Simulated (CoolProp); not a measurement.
Values from CoolProp's reference Helmholtz-energy equation of state, Lemmon 2006. It is a short technical equation, of lower accuracy than the large ones.

Task: For carbonyl sulfide, give the phase and the cv (kJ/(kg K)), Joule-Thomson coefficient (K/MPa), isothermal compressibility (1/MPa), expansivity (1/kK) at 162.3 K and 2.97 MPa.

Result: 
- 162.3 K and 2.97 MPa: liquid; cv 0.762, Joule-Thomson coefficient -0.494, isothermal compressibility 0.000673, expansivity 1.50
